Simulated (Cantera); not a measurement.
A perfectly stirred reactor is fed with 9.28 % CH3OH, 19.0 % O2, 71.7 % N2, at 12000 Torr; it is adiabatic with a 775 K inlet, and is followed from long to short residence time, starting on the burning branch (τ in s: 0.12, 0.047, 0.019, 0.0075, 0.003, 0.0012, 0.00048, 0.00019, 7.7e-05).

Cantera simulation using GRI-Mech 3.0 (53 species, 325 reactions); the numbers are that mechanism's predictions, not measurements. GRI-Mech 3.0 was tuned for natural gas; its chemistry of methanol as a main component is partial and can be far from experiment. The pressure lies above the range GRI-Mech 3.0 was tuned for (to about 10 atm).

x: mole fraction; the columns are a selection and need not sum to one.

```
τ (s)    T (K)     x CH3OH    x O2       x CH2     x CH2CO    x C2H2
-------  -----  ----------  ------  ----------  ----------  --------
0.12      2272     7.11e-8  0.0459    6.88e-10    4.13e-12    <1e-12
0.047     2274     1.79e-7  0.0464     1.75e-9    1.06e-11    <1e-12
0.019     2276     4.32e-7  0.0471     4.31e-9    2.67e-11    <1e-12
0.0075    2278  (withheld)  0.0478  (withheld)    7.16e-11  4.66e-12
0.0030    2277     2.56e-6  0.0483     2.54e-8    2.02e-10  2.34e-11
0.0012    2273     6.00e-6  0.0487     5.67e-8    6.12e-10  9.52e-11
0.00048   2263     1.34e-5  0.0492     1.14e-7     1.90e-9  2.75e-10
0.00019   2243     2.84e-5  0.0502     2.03e-7     5.63e-9  5.46e-10
7.7e-5    2210  (withheld)  0.0519  (withheld)  (withheld)  8.75e-10
```

Question: What belongs in the gaps?

Answer: 
- 0.0075, x CH3OH: 1.06e-6
- 0.0075, x CH2: 1.07e-8
- 7.7e-5, x CH3OH: 5.75e-5
- 7.7e-5, x CH2: 3.27e-7
- 7.7e-5, x CH2CO: 1.54e-8
